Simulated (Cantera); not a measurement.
A perfectly stirred reactor is fed with NO : N2 = 1 : 1.5 (molar parts), at 0.987 atm; it is held at 1900 K, and followed from long to short residence time.

Model: GRI-Mech 3.0 (53 species, 325 reactions), integrated in Cantera.

### Question
What does this change do: N2 1.5 to 6.5 parts?

### Answer
```
quantity                 before    after
---------------------  --------  -------
x(NO) at τ = 9.40 s       0.107   0.0537
x(O) at τ = 9.40 s     0.000116  6.05e-5
x(N2O) at τ = 9.40 s    5.07e-6  1.43e-6
x(NO2) at τ = 9.40 s   0.000184  4.84e-5
x(N2) at τ = 9.40 s       0.746    0.906
x(NO) at τ = 95.0 ms      0.383    0.131
x(O) at τ = 95.0 ms     3.66e-5  1.67e-5
x(N2O) at τ = 95.0 ms   6.47e-5  7.76e-6
x(NO2) at τ = 95.0 ms  0.000198  3.13e-5
x(N2) at τ = 95.0 ms      0.609    0.868
```

### Question
What does this change do: NO 1 to 9.9 parts?

### Answer
```json
[
 {"quantity": "x(NO) at τ = 9.40 s", "before": "0.107", "after": "0.171"},
 {"quantity": "x(O) at τ = 9.40 s", "before": "0.000116", "after": "0.000178"},
 {"quantity": "x(N2O) at τ = 9.40 s", "before": "5.07e-6", "after": "1.20e-5"},
 {"quantity": "x(NO2) at τ = 9.40 s", "before": "0.000184", "after": "0.000453"},
 {"quantity": "x(N2) at τ = 9.40 s", "before": "0.746", "after": "0.480"},
 {"quantity": "x(NO) at τ = 95.0 ms", "before": "0.383", "after": "0.795"},
 {"quantity": "x(O) at τ = 95.0 ms", "before": "3.66e-5", "after": "6.73e-5"},
 {"quantity": "x(N2O) at τ = 95.0 ms", "before": "6.47e-5", "after": "0.000273"},
 {"quantity": "x(NO2) at τ = 95.0 ms", "before": "0.000198", "after": "0.000751"},
 {"quantity": "x(N2) at τ = 95.0 ms", "before": "0.609", "after": "0.168"}
]
```
